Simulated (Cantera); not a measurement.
Charge: 1 mol Si, 5.3 mol NF3, 0.21 mol H2, held at 1425 °C and 0.170 bar.

These are equilibrium values from Cantera (NASA tables, ideal gas, pure condensed phases), not measurements of a reactor. The numbers say what is thermodynamically allowed, not how fast it happens.

```
species   before    after
-------  -------  -------
NF3      7.18e-9    0.499
N2         0.171    0.155
SiF4      0.0645    0.153
F          0.735  0.00195
F2       0.00258    0.127
HF        0.0271   0.0641
```
Gas species are given as mole fractions.

### Question
Which change was made?
A) temperature from 1425 °C to 1377 °C
B) temperature from 1425 °C to 1227 °C
C) pressure from 0.170 bar to 2.70 Pa
D) temperature from 1425 °C to 450 °C

### Answer
D, temperature from 1425 °C to 450 °C
